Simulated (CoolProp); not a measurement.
A single-stage vapour-compression cycle with R1132(E): evaporating at 273.15 K (dew point), condensing at 327.15 K (bubble point), superheat 10 K, subcooling 8 K, compressor efficiency 0.6, no pressure losses. Each further row changes one setting.

Model: reference Helmholtz-energy equation of state, Akasaka 2024, in CoolProp.

```tsv
case	cooling COP	pressure ratio	discharge temperature (K)	refrigerating effect (kJ/kg)	volumetric capacity (kJ/m³)
as stated	(withheld)	4.03	379.8	175	4440
evaporating temperature 278.15 K	2.55	(withheld)	(withheld)	178	(withheld)
condensing temperature 322.15 K	2.56	3.61	371.8	(withheld)	4700
subcooling 13 K	2.36	4.03	379.8	186	4710
superheat 20 K	(withheld)	4.03	391.4	186	4470
compressor efficiency 0.5	(withheld)	4.03	391.7	175	4440
```

Problem. Some entries are withheld; supply them.

Solution. 
- as stated, cooling COP: 2.22
- evaporating temperature 278.15 K, pressure ratio: 3.46
- evaporating temperature 278.15 K, discharge temperature (K): 374.9
- evaporating temperature 278.15 K, volumetric capacity (kJ/m³): 5230
- condensing temperature 322.15 K, refrigerating effect (kJ/kg): 185
- superheat 20 K, cooling COP: 2.23
- compressor efficiency 0.5, cooling COP: 1.85
